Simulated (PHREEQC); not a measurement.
Hard or scaling water: speciation

Dissolve 0.13 mol MgCl2, 3.4e-05 mol NaHCO3 and 0.0014 mol NaCl per kg of water at 25 °C. Closed to the air; pH follows from the charge balance.

The numbers come from PHREEQC with the ion-association model, phreeqc.dat.

- pH: 7.07
- ionic strength: 0.391 mol/kgw
- activity of water: 0.993
- specific conductance: 22100 µS/cm
- density: 1.007 g/cm³
- total alkalinity: 0.0340 meq/kg

```json
[
 {"species": "Cl-", "molality": "0.261", "activity": "0.174", "log γ": "-0.176"},
 {"species": "Mg+2", "molality": "0.130", "activity": "0.0392", "log γ": "-0.521"},
 {"species": "Na+", "molality": "0.00143", "activity": "0.00103", "log γ": "-0.141"},
 {"species": "HCO3-", "molality": "2.09e-5", "activity": "1.48e-5", "log γ": "-0.151"},
 {"species": "MgHCO3+", "molality": "1.01e-5", "activity": "6.77e-6", "log γ": "-0.175"},
 {"species": "CO2", "molality": "2.63e-6", "activity": "2.88e-6", "log γ": "0.039"},
 {"species": "MgOH+", "molality": "2.25e-6", "activity": "1.64e-6", "log γ": "-0.137"},
 {"species": "MgCO3", "molality": "2.75e-7", "activity": "3.01e-7", "log γ": "0.039"},
 {"species": "OH-", "molality": "1.79e-7", "activity": "1.17e-7", "log γ": "-0.186"},
 {"species": "H+", "molality": "1.11e-7", "activity": "8.60e-8", "log γ": "-0.112"},
 {"species": "CO3-2", "molality": "3.24e-8", "activity": "8.06e-9", "log γ": "-0.605"},
 {"species": "NaHCO3", "molality": "7.86e-9", "activity": "8.60e-9", "log γ": "0.039"}
]
```

This is a speciation only: nothing precipitates in the calculation. Species that the database lacks are ignored.
